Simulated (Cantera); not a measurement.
A freely propagating, adiabatic, planar premixed flame of H2 : O2 : N2 : H2O = 1 : 0.806 : 2.1 : 0.084 (molar parts), unburnt at 400 K and 0.240 bar; mixture-averaged transport, grid criteria slope 0.08 and curve 0.16, no radiation.

Model: the H2/O2 subset of GRI-Mech 3.0, which has no nitrogen chemistry, integrated in Cantera. Burning velocities carry a grid error of a few per cent, more on coarse grids. Lean hydrogen flames are cellular in practice and burn faster than this planar one.

Task: What does this change do: N2 2.1 to 2.7 parts?

Result: 
```json
[
 {"quantity": "laminar burning velocity", "before": "292 cm/s", "after": "220 cm/s"},
 {"quantity": "thermal thickness", "before": "2.11 mm", "after": "2.22 mm"},
 {"quantity": "peak x(HO2)", "before": "0.000222", "after": "0.000187"},
 {"quantity": "peak x(O)", "before": "0.0180", "after": "0.0128"},
 {"quantity": "peak x(OH)", "before": "0.0180", "after": "0.0119"}
]
```
